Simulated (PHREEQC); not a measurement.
A solution holds 94 mmol/kgw Ni(NO3)2 and 21 mmol/kgw NaCl, at 28 °C. Closed to the air; pH follows from the charge balance.

All values are PHREEQC results (ion-association model, wateq4f.dat), not measurements.

| Property | Result |
|---|---|
| pH | 5.66 |
| ionic strength | 0.300 mol/kgw |

| species | molality | activity | log γ |
|---|---|---|---|
| NO3- | 0.188 | 0.123 | -0.182 |
| Ni+2 | 0.0927 | 0.0267 | -0.541 |
| Na+ | 0.0210 | 0.0152 | -0.141 |
| Cl- | 0.0197 | 0.0134 | -0.168 |
| NiCl+ | 0.00122 | 0.000897 | -0.135 |
| NiCl2 | 4.06e-5 | 4.36e-5 | 0.030 |
| H+ | 2.81e-6 | 2.20e-6 | -0.107 |
| NiOH+ | 2.80e-6 | 2.05e-6 | -0.135 |
| OH- | 8.42e-9 | 5.66e-9 | -0.172 |

This is a speciation only: nothing precipitates in the calculation.
